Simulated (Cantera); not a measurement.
Feed: 1 mol Zr, 0.76 mol N₂O, 20 mol N₂, held at 2527 °C and 10.0 Torr.

Equilibrium computed with Cantera from the NASA thermochemical tables; the gas is ideal and each condensed phase is pure. Candidate condensed phases: Zr, ZrN, ZrO₂; 13 gas species. ZrN: taken at fixed stoichiometry. Rates play no part.

Base state: N₂ 0.965, ZrO 0.0331, ZrO₂ 0.00122, Zr 0.000374, O 4.88e-5, N 2.98e-5 (mole fractions); condensed: ZrN(s).

Question: What changes in the equilibrium state with this change: N₂O from 0.76 to 3.2 mol?

Answer: 
| species | before | after |
|---|---|---|
| N₂ | 0.965 | 0.954 |
| O | 4.88e-5 | 0.0333 |
| NO | 9.22e-6 | 0.00625 |
| ZrO | 0.0331 | 5.39e-5 |
| ZrO₂ | 0.00122 | 0.00135 |
| O₂ | 1.08e-8 | 0.00501 |
| Zr | 0.000374 | <1e-9 |
| N | 2.98e-5 | 2.96e-5 |
| ZrN(s), mol | 0.259 | 0 |
| ZrO₂(s), mol | 0 | 0.966 |

Question: What changes in the equilibrium state with this change: pressure from 10.0 Torr to 1.00 Torr?

Answer: 
```json
[
 {"species": "N₂", "before": "0.965", "after": "0.954"},
 {"species": "ZrO", "before": "0.0331", "after": "0.0348"},
 {"species": "Zr", "before": "0.000374", "after": "0.0111"},
 {"species": "ZrO₂", "before": "0.00122", "after": "4.56e-5"},
 {"species": "N", "before": "2.98e-5", "after": "9.36e-5"},
 {"species": "O", "before": "4.88e-5", "after": "1.73e-5"},
 {"species": "ZrN(s), mol", "before": "0.259", "after": "0"}
]
```
